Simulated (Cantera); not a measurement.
Low-pressure radical oxidation in H2/O2

An isothermal, constant-pressure homogeneous reactor starts with 2.91 % H2, 97.1 % O2, at 1200 K and 20.0 Torr.

Cantera simulation using GRI-Mech 3.0 (53 species, 325 reactions); the numbers are that mechanism's predictions, not measurements. Radical loss at walls, strong at low pressure, is not modelled.

```csv
t (s),x H2,x O2,x H2O,x H,x HO2,x H2O2
3.00e-6,0.0291,0.971,<1e-12,1.46e-10,1.56e-10,<1e-12
2.85e-5,0.0291,0.971,1.16e-10,9.24e-10,1.48e-9,<1e-12
0.000271,0.0291,0.971,4.91e-8,1.52e-8,1.44e-8,9.00e-12
0.00258,0.000756,0.948,0.0253,0.00354,5.13e-6,1.67e-7
0.0245,0.000111,0.963,0.0284,0.000548,3.01e-6,9.59e-8
0.233,3.79e-6,0.970,0.0294,3.50e-6,4.28e-7,3.22e-8
2.21,9.70e-8,0.970,0.0295,1.51e-8,2.17e-8,2.92e-9
21.0,5.97e-9,0.970,0.0296,2.37e-10,7.01e-9,2.59e-10
200,2.35e-9,0.970,0.0296,5.90e-11,9.28e-9,1.14e-10
```
x: mole fraction; the columns are a selection and need not sum to one.

Equilibrium at this temperature and pressure: H2 2.35e-9, O2 0.970, H2O 0.0296, H 5.90e-11, HO2 9.28e-9, H2O2 1.14e-10 (gas phase only).
